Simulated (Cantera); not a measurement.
A freely propagating, adiabatic, planar premixed flame of H₂ : O₂ : N₂ = 1.3 : 0.2 : 0.752 (molar parts), equivalence ratio 3.2, unburnt at 350 K and 750 Torr; mixture-averaged transport, grid criteria slope 0.08 and curve 0.16, no radiation.

Cantera simulation using the H2/O2 subset of GRI-Mech 3.0, which has no nitrogen chemistry; the numbers are that mechanism's predictions, not measurements. Burning velocities carry a grid error of a few per cent, more on coarse grids.

x: mole fraction of selected species; z is measured from the peak of heat release.

| z (mm) | T (K) | u (m/s) | x H₂ | x O₂ | x HO₂ | x H₂O₂ | x OH | x H₂O |
|---|---|---|---|---|---|---|---|---|
| -1.24 | 350 | 2.70 | 0.577 | 0.0888 | <1e-8 | <1e-8 | <1e-8 | <1e-8 |
| -0.826 | 350 | 2.70 | 0.577 | 0.0888 | <1e-8 | <1e-8 | <1e-8 | <1e-8 |
| -0.619 | 350 | 2.70 | 0.577 | 0.0888 | <1e-8 | <1e-8 | <1e-8 | 9.02e-8 |
| -0.413 | 351 | 2.70 | 0.577 | 0.0889 | 3.22e-7 | 3.22e-8 | <1e-8 | 2.53e-6 |
| -0.206 | 405 | 3.08 | 0.570 | 0.0896 | 0.000207 | 2.20e-5 | [?] | 0.00153 |
| -0.103 | 669 | 4.94 | 0.541 | 0.0826 | 0.000213 | 4.49e-5 | [?] | 0.0235 |
| 0 | 1001 | 7.23 | 0.493 | 0.0616 | 8.17e-5 | 5.69e-6 | [?] | 0.0719 |
| 0.103 | 1236 | 8.88 | 0.444 | 0.0306 | 3.38e-5 | 4.12e-7 | 0.000631 | 0.132 |
| 0.206 | 1360 | 9.77 | 0.417 | 0.0104 | 1.09e-5 | 1.51e-7 | 0.000604 | 0.170 |
| 0.413 | 1458 | 10.5 | 0.408 | 0.000924 | 8.98e-7 | 5.62e-8 | 0.000512 | 0.189 |
| 0.826 | 1537 | 11.0 | 0.414 | 3.04e-5 | 2.92e-8 | 3.84e-8 | 0.000492 | 0.192 |
| 1.65 | 1609 | 11.4 | 0.421 | 4.07e-6 | <1e-8 | 2.43e-8 | [?] | 0.193 |
| 3.30 | 1665 | 11.8 | 0.427 | 1.86e-6 | <1e-8 | 1.24e-8 | [?] | 0.194 |

**Question.** Complete the blanks.

**Answer.** 
- -0.206, x OH: 2.30e-5
- -0.103, x OH: 0.000360
- 0, x OH: 0.000395
- 1.65, x OH: 0.000422
- 3.30, x OH: 0.000316
